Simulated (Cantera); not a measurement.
What does this Cantera script print?

```python
import numpy as np
import cantera as ct

gas_names = [...]  # 113 gases of nasa_gas.yaml made of C, H, O, Pb
cond_names = """
    C(gr) C6H6(L) C7H8(L) C8H18(L),n-octa H2O(s) H2O(L) Pb(cr) Pb(L) PbO(rd) PbO(yw) PbO(L) PbO2(s)
    Pb3O4(s)
""".split()


# ... load() reads the species with a 1 bar reference pressure and builds the phases ...
atoms = {
    'Pb': {'Pb': 1},
    'O2': {'O': 2},
    'H2': {'H': 2},
    'CO': {'C': 1, 'O': 1},
}
top_T = {'C(gr)': 4500, 'Pb3O4(s)': 820}  # K; cautious upper limits of use, not melting points


# ... equilibrate(T, P, feed) seeds the gas with the atoms and calls Mixture.equilibrate('TP', solver="vcs", rtol=1e-11, max_steps=5000) ...
results = []
feed = {'Pb': 1, 'O2': 0.056, 'H2': 6.4, 'CO': 8.1}  # mol
P = 1333.22  # Pa
for T in [973, 1048, 1123, 1198, 1273, 1348, 1423, 1498, 1573]:
    mix = equilibrate(T, P, feed)
    results.append((T, P, feed, dict(zip(mix.species_names, mix.species_moles))))

top = {s: max(r[3][s] / sum(r[3][g] for g in gas_names) for r in results) for s in gas_names}
cols = sorted((s for s in top if top[s] > 1e-06), key=lambda s: -top[s])[:6]
seen = [c for c in cond_names if any(r[3].get(c, 0) > 1e-12 for r in results)]
print("log10 of partial pressures in bar; condensed amounts in mol")
print(f"{'T/K':>10s}" + "".join(f"{s[:9]:>10s}" for s in cols + seen))
for T, P, feed, n in results:
    ng = sum(n[g] for g in gas_names)
    print(f"{T:10.4g}" + "".join(f"{np.log10(max(n[s] / ng * P / 1e5, 1e-99)):10.3f}" for s in cols)
          + "".join(f"{n.get(c, 0):10.4g}" for c in seen))
```

Result:

```
log10 of partial pressures in bar; condensed amounts in mol
       T/K        CO        H2        Pb       CO2       H2O       CH4     Pb(L)
       973    -2.132    -2.233    -5.058    -4.147    -4.456    -5.474    0.9905
      1048    -2.133    -2.235    -4.350    -4.209    -4.385    -6.415    0.9512
      1123    -2.137    -2.240    -3.738    -4.263    -4.327    -7.242    0.7985
      1198    -2.152    -2.255    -3.205    -4.325    -4.293    -7.994    0.2882
      1273    -2.160    -2.264    -3.065    -4.378    -4.264    -8.638         0
      1348    -2.159    -2.264    -3.065    -4.421    -4.234    -9.185         0
      1423    -2.159    -2.264    -3.065    -4.460    -4.210    -9.671         0
      1498    -2.159    -2.264    -3.065    -4.497    -4.191   -10.106         0
      1573    -2.159    -2.265    -3.065    -4.530    -4.175   -10.497         0
```

Cantera equilibrium calculation (NASA polynomials, part measured and part estimated; ideal gas, pure solids and liquids).
